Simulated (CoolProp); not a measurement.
Vapour-liquid equilibrium of R125 (1) + R115 (2) at 271 kPa; x and y are mole fractions of (1).

Computed with CoolProp (multi-fluid Helmholtz-energy mixture model, Lemmon 2005 and Lemmon 2016; pair parameters Bell 2016).

```json
[
 {"x": "0.05", "bubble temperature (K)": "256.5", "y at the bubble point": "0.112", "dew temperature at overall composition x (K)": "257.7", "liquid density (mol/L)": "9.546"},
 {"x": "0.2", "bubble temperature (K)": "252.1", "y at the bubble point": "0.341", "dew temperature at overall composition x (K)": "…", "liquid density (mol/L)": "9.874"},
 {"x": "0.35", "bubble temperature (K)": "249.6", "y at the bubble point": "0.486", "dew temperature at overall composition x (K)": "251.9", "liquid density (mol/L)": "10.20"},
 {"x": "0.5", "bubble temperature (K)": "248.0", "y at the bubble point": "0.596", "dew temperature at overall composition x (K)": "…", "liquid density (mol/L)": "10.53"},
 {"x": "0.65", "bubble temperature (K)": "247.2", "y at the bubble point": "0.695", "dew temperature at overall composition x (K)": "247.5", "liquid density (mol/L)": "…"},
 {"x": "0.8", "bubble temperature (K)": "246.8", "y at the bubble point": "0.803", "dew temperature at overall composition x (K)": "246.8", "liquid density (mol/L)": "…"},
 {"x": "0.95", "bubble temperature (K)": "247.1", "y at the bubble point": "0.941", "dew temperature at overall composition x (K)": "247.2", "liquid density (mol/L)": "…"}
]
```

Question: Fill in the missing entries.

Answer: 
- 0.2, dew temperature at overall composition x (K): 254.8
- 0.5, dew temperature at overall composition x (K): 249.3
- 0.65, liquid density (mol/L): 10.90
- 0.8, liquid density (mol/L): 11.31
- 0.95, liquid density (mol/L): 11.75

y crosses x between x = 0.8 and 0.95: the model has an azeotrope there.

The pair parameters rest on a limited set of measurements; away from them the model extrapolates.
